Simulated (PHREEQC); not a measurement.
A solution holds 58 mmol/kgw MgCl2, 0.58 mmol/kgw CO2 and 0.032 mmol/kgw H4SiO4, at 25 °C. Closed to the air; pH follows from the charge balance.

All values are PHREEQC results (ion-association model, phreeqc.dat), not measurements.

The pH comes out as 4.73. The ionic strength is 0.174 mol/kgw and the specific conductance is 11000 µS/cm. The density is 1.002 g/cm³.

| species | molality | activity | log γ |
|---|---|---|---|
| Cl- | 0.116 | 0.0842 | -0.139 |
| Mg+2 | 0.0580 | 0.0205 | -0.450 |
| CO2 | 0.000557 | 0.000580 | 0.017 |
| H4SiO4 | 3.20e-5 | 3.33e-5 | 0.017 |
| H+ | 2.30e-5 | 1.85e-5 | -0.095 |
| HCO3- | 1.84e-5 | 1.39e-5 | -0.122 |
| MgHCO3+ | 4.59e-6 | 3.34e-6 | -0.137 |
| (CO2)2 | 5.93e-9 | 6.17e-9 | 0.017 |
| MgOH+ | 5.21e-9 | 4.02e-9 | -0.113 |

Precipitation was switched off in this run.
